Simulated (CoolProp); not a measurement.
Vapour-liquid equilibrium of R1234ze(E) (1) + R227EA (2) at 0.652 MPa; x and y are mole fractions of (1).

The numbers come from the multi-fluid Helmholtz-energy mixture model, Thol 2016 and Lemmon 2016; pair parameters Bell 2023 in CoolProp.

Give the bubble temperature and the first vapour's composition at x = 0.2, 0.425, 0.725. Is there an azeotrope?

x = 0.2: 309.4 K, y = 0.218; x = 0.425: 308.4 K, y = 0.446; x = 0.725: 307.6 K, y = 0.734. No azeotrope shows between x = 0.05 and 0.95.

Pair parameters are fitted to limited data, so mixtures are less certain than the pure fluids.
